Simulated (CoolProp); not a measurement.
Model: reference Helmholtz-energy equation of state, Eisenbach 2021, in CoolProp.

Task: For propylene glycol, give the phase and the cp (kJ/(kg K)), cv (kJ/(kg K)), Joule-Thomson coefficient (K/MPa) at 285.95 °C and 6.02 bar; 285.95 °C and 41 bar.

Result: 
- 285.95 °C and 6.02 bar: gas; cp 2.88, cv 2.73, Joule-Thomson coefficient 8.80
- 285.95 °C and 41 bar: liquid; cp 3.94, cv 3.13, Joule-Thomson coefficient 0.00627
